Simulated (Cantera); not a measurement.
What does this Cantera script print?

```python
import numpy as np
import cantera as ct

gas_names = """
    B BH BH2 BH3 BN BO BO2 B2 B2O B2O2 B2O3 B3O3H3 H HBO HBO2 HNO HNO2 HNO3 HO2 H2 H2O H2O2 H3B3O6 N NH
    NH2 NH3 NH2OH NO NO2 NO3 N2 N2H2 N2H4 N2O O OH O2 O3
""".split()
cond_names = """
    B(b) B(L) BN(s) B2O3(L) B3O3H3(cr) H2O(s) H2O(L)
""".split()


# ... load() reads the species with a 1 bar reference pressure and builds the phases ...
atoms = {
    'borazine': {'B': 3, 'N': 3, 'H': 6},
    'O2': {'O': 2},
    'N2': {'N': 2},
}
top_T = {'BN(s)': 3200}  # K; cautious upper limits of use, not melting points


# ... equilibrate(T, P, feed) seeds the gas with the atoms and calls Mixture.equilibrate('TP', solver="vcs", rtol=1e-11, max_steps=5000) ...
results = []
feed = {'borazine': 1, 'O2': 1.7, 'N2': 1.5}  # mol
T = 1375  # K
for P in [10, 37, 140, 520, 1900, 7200, 27000, 100000]:
    mix = equilibrate(T, P, feed)
    results.append((T, P, feed, dict(zip(mix.species_names, mix.species_moles))))
    x = sorted(zip(gas.X, gas.species_names), reverse=True)
    print(f"T = {T:g} K  P = {P:g} Pa  gas = {mix.phase_moles(0):.4g} mol")
    print("   x: " + "  ".join(f"{s} {v:.3e}" for v, s in x if v > 0.0001))
    print("   condensed (mol): " + ("  ".join(f"{mix.phase(i).name} {mix.phase_moles(i):.4g}"
          for i in range(1, mix.n_phases) if mix.phase_moles(i) > 1e-12) or "none"))
```

Result:

```
T = 1375 K  P = 10 Pa  gas = 5.762 mol
   x: H2 5.124e-01  N2 4.570e-01  B2O3 1.315e-02  HBO2 8.835e-03  HBO 7.026e-03  B2O2 1.040e-03  H 2.453e-04  H2O 1.508e-04  BO 1.065e-04
   condensed (mol): BN(s) 0.7332  B2O3(L) 1.006
T = 1375 K  P = 37 Pa  gas = 5.677 mol
   x: H2 5.238e-01  N2 4.634e-01  HBO2 5.789e-03  B2O3 3.555e-03  HBO 2.963e-03  H2O 2.395e-04  B2O2 1.808e-04  H 1.289e-04
   condensed (mol): BN(s) 0.7389  B2O3(L) 1.084
T = 1375 K  P = 140 Pa  gas = 5.65 mol
   x: H2 5.281e-01  N2 4.655e-01  HBO2 3.733e-03  HBO 1.224e-03  B2O3 9.394e-04  H2O 3.768e-04
   condensed (mol): BN(s) 0.7394  B2O3(L) 1.111
T = 1375 K  P = 520 Pa  gas = 5.64 mol
   x: H2 5.298e-01  N2 4.664e-01  HBO2 2.415e-03  H2O 5.859e-04  HBO 5.111e-04  B2O3 2.529e-04
   condensed (mol): BN(s) 0.7391  B2O3(L) 1.121
T = 1375 K  P = 1900 Pa  gas = 5.636 mol
   x: H2 5.305e-01  N2 4.667e-01  HBO2 1.569e-03  H2O 9.037e-04  HBO 2.155e-04
   condensed (mol): BN(s) 0.7393  B2O3(L) 1.125
T = 1375 K  P = 7200 Pa  gas = 5.633 mol
   x: H2 5.306e-01  N2 4.669e-01  H2O 1.409e-03  HBO2 1.007e-03
   condensed (mol): BN(s) 0.7403  B2O3(L) 1.127
T = 1375 K  P = 27000 Pa  gas = 5.631 mol
   x: H2 5.303e-01  N2 4.668e-01  H2O 2.188e-03  HBO2 6.477e-04
   condensed (mol): BN(s) 0.7427  B2O3(L) 1.127
T = 1375 K  P = 100000 Pa  gas = 5.628 mol
   x: H2 5.294e-01  N2 4.667e-01  H2O 3.380e-03  HBO2 4.183e-04
   condensed (mol): BN(s) 0.7468  B2O3(L) 1.125
```

Method: chemical equilibrium by Gibbs-energy minimisation in Cantera with the NASA 1993 tables (ideal gas, pure condensed phases). The feed counts by its element totals alone. Mutual solubility and eutectic melting of coexisting phases are not modelled. Gases not in the tables: H3BO3.
